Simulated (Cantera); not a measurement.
Boron, boron nitride and boron oxide: B2H6 + H2O

Feed: 1 mol B2H6, 6.8 mol H2O, held at 1427 °C.

Equilibrium computed with Cantera from the NASA thermochemical tables; the gas is ideal and each condensed phase is pure. Candidate condensed phases: B, B2O3, B3O3H3, H2O; 23 gas species. The feed counts by its element totals alone. Kinetics and transport are ignored.

From 10.0 Pa to 25.0 mbar nothing is condensed. From 0.160 bar to 1.00 bar the condensed part is B2O3(l). The main B-bearing gas is HBO2 throughout.

```
P (Pa)  log p H2  log p H2O  log p HBO2  log p H  log p B2O3  log p (HBO2)3  n B2O3(l)
------  --------  ---------  ----------  -------  ----------  -------------  ---------
10         -4.26      -4.58       -4.77    -5.96       -6.18         -14.01          0
63         -3.46      -3.78       -3.97    -5.56       -5.38         -11.61          0
400        -2.65      -2.97       -3.16    -5.16       -4.58          -9.20          0
2500       -1.86      -2.18       -2.37    -4.76       -3.78          -6.81          0
16000      -1.05      -1.35       -1.62    -4.35       -3.11          -4.55      0.136
100000     -0.23      -0.47       -1.18    -3.95       -3.11          -3.23      0.644
```
log p: log10 of the partial pressure in bar; n: condensed amount in mol.
